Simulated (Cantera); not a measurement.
**Equilibrium for sublimation and decomposition of ceramics: Si3N4 + N2 + Si**

Feed: 1 mol Si3N4, 3.3 mol N2, 0.13 mol Si, held at 1725 K.

Method: chemical equilibrium by Gibbs-energy minimisation in Cantera with the NASA 1993 tables (ideal gas, pure condensed phases). Candidate condensed phases: Si, Si3N4; 7 gas species. The tables' values for SiN are old estimates; treat these amounts as uncertain. Kinetics and transport are ignored.

From 1.00 Pa to 16.0 Pa the condensed part is Si(l). From 2.50 mbar to 10.0 bar the condensed part is Si3N4(s).

| P (Pa) | x N2 | x Si | x Si2 | x Si2N | n Si(l) | n Si3N4(s) |
|---|---|---|---|---|---|---|
| 1 | 0.897 | 0.102 | 0.000484 | 0.000297 | 2.52 | 0 |
| 16 | 0.993 | 0.00634 | 3.03e-5 | 7.82e-5 | 3.09 | 0 |
| 250 | 1.000 | 0.000401 | 1.89e-6 | 1.93e-5 | 0 | 1.04 |
| 4000 | 1.000 | 3.95e-6 | 2.92e-9 | 1.20e-7 | 0 | 1.04 |
| 63000 | 1.00 | 3.99e-8 | 4.70e-12 | 7.65e-10 | 0 | 1.04 |
| 1000000 | 1.00 | 3.98e-10 | <1e-12 | 4.82e-12 | 0 | 1.04 |
x: gas mole fraction; n: condensed amount in mol.
